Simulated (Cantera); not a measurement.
What does this Cantera script print?

```python
import numpy as np
import cantera as ct

gas_names = """
    C CO CO2 C2 C2O C3 C3O2 C4 C5 Cu CuO Cu2 O O2 O3
""".split()
cond_names = """
    C(gr) Cu(cr) Cu(L) CuO(s) Cu2O(s) Cu2O(L)
""".split()


# ... load() reads the species with a 1 bar reference pressure and builds the phases ...
atoms = {
    'Cu2O': {'Cu': 2, 'O': 1},
    'CO': {'C': 1, 'O': 1},
}
top_T = {'C(gr)': 4500, 'CuO(s)': 1390}  # K; cautious upper limits of use, not melting points


# ... equilibrate(T, P, feed) seeds the gas with the atoms and calls Mixture.equilibrate('TP', solver="vcs", rtol=1e-11, max_steps=5000) ...
results = []
feed = {'Cu2O': 1, 'CO': 14}  # mol
P = 34000  # Pa
for T in [873, 1023, 1173, 1323, 1473, 1623, 1773, 1923, 2073, 2223, 2373, 2523, 2673]:
    mix = equilibrate(T, P, feed)
    results.append((T, P, feed, dict(zip(mix.species_names, mix.species_moles))))
    x = sorted(zip(gas.X, gas.species_names), reverse=True)
    print(f"T = {T:g} K  P = {P:g} Pa  gas = {mix.phase_moles(0):.4g} mol")
    print("   x: " + "  ".join(f"{s} {v:.3e}" for v, s in x if v > 0.001))
    print("   condensed (mol): " + ("  ".join(f"{mix.phase(i).name} {mix.phase_moles(i):.4g}"
          for i in range(1, mix.n_phases) if mix.phase_moles(i) > 1e-12) or "none"))
```

Result:

```
T = 873 K  P = 34000 Pa  gas = 9.35 mol
   x: CO2 6.043e-01  CO 3.957e-01
   condensed (mol): C(gr) 4.65  Cu(cr) 2
T = 1023 K  P = 34000 Pa  gas = 13.65 mol
   x: CO 9.012e-01  CO2 9.878e-02
   condensed (mol): C(gr) 0.3485  Cu(cr) 2
T = 1173 K  P = 34000 Pa  gas = 14 mol
   x: CO 9.286e-01  CO2 7.143e-02
   condensed (mol): Cu(cr) 2
T = 1323 K  P = 34000 Pa  gas = 14 mol
   x: CO 9.286e-01  CO2 7.143e-02
   condensed (mol): Cu(cr) 2
T = 1473 K  P = 34000 Pa  gas = 14 mol
   x: CO 9.286e-01  CO2 7.143e-02
   condensed (mol): Cu(L) 2
T = 1623 K  P = 34000 Pa  gas = 14 mol
   x: CO 9.284e-01  CO2 7.142e-02
   condensed (mol): Cu(L) 1.998
T = 1773 K  P = 34000 Pa  gas = 14.02 mol
   x: CO 9.275e-01  CO2 7.135e-02  Cu 1.160e-03
   condensed (mol): Cu(L) 1.984
T = 1923 K  P = 34000 Pa  gas = 14.08 mol
   x: CO 9.230e-01  CO2 7.100e-02  Cu 6.010e-03
   condensed (mol): Cu(L) 1.915
T = 2073 K  P = 34000 Pa  gas = 14.35 mol
   x: CO 9.058e-01  CO2 6.968e-02  Cu 2.435e-02
   condensed (mol): Cu(L) 1.647
T = 2223 K  P = 34000 Pa  gas = 15.25 mol
   x: CO 8.526e-01  Cu 8.116e-02  CO2 6.557e-02
   condensed (mol): Cu(L) 0.7424
T = 2373 K  P = 34000 Pa  gas = 15.99 mol
   x: CO 8.132e-01  Cu 1.235e-01  CO2 6.249e-02
   condensed (mol): none
T = 2523 K  P = 34000 Pa  gas = 16 mol
   x: CO 8.129e-01  Cu 1.241e-01  CO2 6.228e-02
   condensed (mol): none
T = 2673 K  P = 34000 Pa  gas = 16.01 mol
   x: CO 8.130e-01  Cu 1.244e-01  CO2 6.154e-02
   condensed (mol): none
```

Equilibrium computed with Cantera from the NASA thermochemical tables; the gas is ideal and each condensed phase is pure.
